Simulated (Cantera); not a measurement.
What does this Cantera script print?

```python
import numpy as np
import cantera as ct

gas_names = """
    B BF BF2 BF3 BN B2 F F2 N NF NF2 NF3 N2
""".split()
cond_names = """
    B(b) B(L) BN(s)
""".split()


def load(file, names, dense=False):
    # The tables refer to 1 bar. Condensed volumes are neglected.
    table = {s.name: s for s in ct.Species.list_from_file(file)}
    out = []
    for n in names:
        d = dict(table[n].input_data)
        d["thermo"] = dict(d["thermo"], **{"reference-pressure": 1e5})
        if dense:
            d["equation-of-state"] = {"model": "constant-volume", "density": "1e6 g/cm^3"}
        out.append(ct.Species.from_dict(d))
    return out


gas = ct.Solution(thermo="ideal-gas", species=load("nasa_gas.yaml", gas_names))
cond = {s.name: ct.Solution(thermo="fixed-stoichiometry", species=[s], name=s.name)
        for s in load("nasa_condensed.yaml", cond_names, dense=True)}
atoms = {
    'BF3': {'B': 1, 'F': 3},
    'N2': {'N': 2},
}
top_T = {'BN(s)': 3200}  # K; cautious upper limits of use, not melting points


def equilibrate(T, P, feed):
    n = {}
    for name, mol in feed.items():
        for a, k in atoms[name].items():
            n[a] = n.get(a, 0.0) + k * mol
    gas.TPX = T, P, n
    mass = sum(n.values()) * gas.mean_molecular_weight
    gas.equilibrate("TP")
    valid = [c for c in cond.values() if c.min_temp <= T <= top_T.get(c.name, c.max_temp)]
    mix = ct.Mixture([(gas, mass / gas.mean_molecular_weight)] + [(c, 0.0) for c in valid])
    mix.T, mix.P = T, P
    mix.equilibrate("TP", solver="vcs", rtol=1e-11, max_steps=5000)
    return mix


results = []
feed = {'BF3': 1, 'N2': 0.49}  # mol
P = 440  # Pa
for T in [1698, 1748, 1798, 1848, 1898, 1948, 1998, 2048, 2098, 2148, 2198, 2248, 2298, 2348]:
    mix = equilibrate(T, P, feed)
    results.append((T, P, feed, dict(zip(mix.species_names, mix.species_moles))))
    x = sorted(zip(gas.X, gas.species_names), reverse=True)
    print(f"T = {T:g} K  P = {P:g} Pa  gas = {mix.phase_moles(0):.4g} mol")
    print("   x: " + "  ".join(f"{s} {v:.3e}" for v, s in x if v > 0.001))
    print("   condensed (mol): " + ("  ".join(f"{mix.phase(i).name} {mix.phase_moles(i):.4g}"
          for i in range(1, mix.n_phases) if mix.phase_moles(i) > 1e-12) or "none"))
```

It prints:

```
T = 1698 K  P = 440 Pa  gas = 1.49 mol
   x: BF3 6.711e-01  N2 3.288e-01
   condensed (mol): none
T = 1748 K  P = 440 Pa  gas = 1.49 mol
   x: BF3 6.710e-01  N2 3.288e-01
   condensed (mol): none
T = 1798 K  P = 440 Pa  gas = 1.49 mol
   x: BF3 6.709e-01  N2 3.288e-01
   condensed (mol): none
T = 1848 K  P = 440 Pa  gas = 1.49 mol
   x: BF3 6.708e-01  N2 3.288e-01
   condensed (mol): none
T = 1898 K  P = 440 Pa  gas = 1.491 mol
   x: BF3 6.705e-01  N2 3.287e-01
   condensed (mol): none
T = 1948 K  P = 440 Pa  gas = 1.491 mol
   x: BF3 6.701e-01  N2 3.286e-01
   condensed (mol): none
T = 1998 K  P = 440 Pa  gas = 1.492 mol
   x: BF3 6.694e-01  N2 3.285e-01  F 1.040e-03  BF2 1.038e-03
   condensed (mol): none
T = 2048 K  P = 440 Pa  gas = 1.492 mol
   x: BF3 6.684e-01  N2 3.283e-01  F 1.648e-03  BF2 1.643e-03
   condensed (mol): none
T = 2098 K  P = 440 Pa  gas = 1.494 mol
   x: BF3 6.669e-01  N2 3.280e-01  F 2.553e-03  BF2 2.542e-03
   condensed (mol): none
T = 2148 K  P = 440 Pa  gas = 1.496 mol
   x: BF3 6.647e-01  N2 3.276e-01  F 3.874e-03  BF2 3.851e-03
   condensed (mol): none
T = 2198 K  P = 440 Pa  gas = 1.499 mol
   x: BF3 6.615e-01  N2 3.270e-01  F 5.764e-03  BF2 5.716e-03
   condensed (mol): none
T = 2248 K  P = 440 Pa  gas = 1.503 mol
   x: BF3 6.571e-01  N2 3.261e-01  F 8.419e-03  BF2 8.326e-03
   condensed (mol): none
T = 2298 K  P = 440 Pa  gas = 1.508 mol
   x: BF3 6.510e-01  N2 3.249e-01  F 1.208e-02  BF2 1.191e-02
   condensed (mol): none
T = 2348 K  P = 440 Pa  gas = 1.516 mol
   x: BF3 6.428e-01  N2 3.233e-01  F 1.705e-02  BF2 1.672e-02
   condensed (mol): none
```

Cantera equilibrium calculation (NASA polynomials, part measured and part estimated; ideal gas, pure solids and liquids). The tables' values for BF2 are old estimates; treat these amounts as uncertain.
